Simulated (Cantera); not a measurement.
Input: 1 mol Si, 17 mol HBr, 1.5 mol N₂, equilibrated at 1675 K and 10.0 mbar.

These are equilibrium values from Cantera (NASA tables, ideal gas, pure condensed phases), not measurements of a reactor. The tables' values for SiBr₃, SiBr are old estimates; treat these amounts as uncertain. Rates play no part.

```
species    before     after
-------  --------  --------
HBr         0.637     0.713
H₂          0.114    0.0924
N₂         0.0763    0.0793
Br          0.122    0.0619
SiBr₂      0.0478    0.0423
SiBr₄    0.000968   0.00635
SiBr      2.62e-5   4.42e-6
H        0.000392   9.57e-5
SiHBr₃    1.99e-5   6.36e-5
SiBr₃     0.00205   0.00410
Br₂      0.000311  0.000256
```
Gas species are given as mole fractions.

Name the change that produced these shifts.
A) temperature from 1675 K to 1600 K
B) pressure from 10.0 mbar to 1.33 mbar
C) temperature from 1675 K to 1550 K
D) temperature from 1675 K to 875 K

C, temperature from 1675 K to 1550 K. The tables' values for SiBr₃ are old estimates; treat these amounts as uncertain
